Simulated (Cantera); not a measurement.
Input: 1 mol Si, 0.64 mol HCl, 0.98 mol H2, at 1127 °C and 100 Torr.

Method: chemical equilibrium by Gibbs-energy minimisation in Cantera with the NASA 1993 tables (ideal gas, pure condensed phases). Candidate condensed phases: Si; 19 gas species. The tables' values for SiCl3 are old estimates; treat these amounts as uncertain. Kinetics and transport are ignored.

Base state: H2 0.763, HCl 0.128, SiCl2 0.0638, SiCl4 0.0193, SiCl3 0.0170, SiHCl3 0.00811, SiH2Cl2 0.000513, H 1.16e-5 (mole fractions); condensed: Si(s).

What changes in the equilibrium state with this change: pressure from 100 Torr to 165 Torr?


```csv
species,before,after
H2,0.763,0.772
HCl,0.128,0.120
SiCl2,0.0638,0.0552
SiHCl3,0.00811,0.0108
SiCl4,0.0193,0.0238
SiCl3,0.0170,0.0176
SiH3Cl,9.34e-6,1.46e-5
SiH2Cl2,0.000513,0.000741
"Si(s), mol",0.830,0.832
```
